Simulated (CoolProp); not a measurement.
Vapour-liquid equilibrium of diethyl ether (1) + methanol (2) at 8.38 bar; x and y are mole fractions of (1).

Computed with CoolProp (multi-fluid Helmholtz-energy mixture model, Thol 2014 and de Reuck 1993; pair parameters Bell 2016).

| x | bubble temperature (K) | y at the bubble point | dew temperature at overall composition x (K) | liquid density (mol/L) |
|---|---|---|---|---|
| 0.05 | 399.4 | 0.121 | 401.5 | 19.77 |
| 0.2 | 391.6 | 0.365 | 397.0 | 16.54 |
| 0.35 | 387.1 | 0.505 | 392.1 | 14.04 |
| 0.5 | 384.4 | 0.604 | 387.2 | 12.08 |
| 0.65 | 382.9 | 0.694 | 383.5 | 10.53 |
| 0.8 | 382.4 | 0.797 | 382.4 | 9.291 |
| 0.95 | 383.4 | 0.938 | 383.6 | 8.282 |

y crosses x between x = 0.65 and 0.8: the model has an azeotrope there.

The pair parameters rest on a limited set of measurements; away from them the model extrapolates.
